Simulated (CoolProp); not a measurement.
Vapour-liquid equilibrium of n-pentane (1) + benzene (2) at 134.05 °C; x and y are mole fractions of (1).

Computed with CoolProp (multi-fluid Helmholtz-energy mixture model, Thol 2019 and Thol 2012; pair parameters Bell 2016).

```csv
x,bubble pressure (MPa),y at the bubble point,dew pressure at overall composition x (MPa),liquid density (mol/L)
0.05,…,0.157,0.4325,9.435
0.15,…,0.360,0.4722,9.116
0.25,0.6714,0.491,0.5190,8.808
0.35,0.7520,0.587,0.5745,8.508
0.45,0.8257,0.665,0.6406,8.218
0.55,0.8951,0.732,0.7192,7.936
0.65,…,0.794,…,7.662
0.75,…,0.853,0.9141,7.397
0.85,1.093,0.911,1.025,7.138
0.95,…,0.970,1.137,6.887
```

Q: Fill in the missing entries.

A: 
- 0.05, bubble pressure (MPa): 0.4750
- 0.15, bubble pressure (MPa): 0.5806
- 0.65, bubble pressure (MPa): 0.9620
- 0.65, dew pressure at overall composition x (MPa): 0.8109
- 0.75, bubble pressure (MPa): 1.028
- 0.95, bubble pressure (MPa): 1.159

No azeotrope shows between x = 0.05 and 0.95.

The pair parameters rest on a limited set of measurements; away from them the model extrapolates.
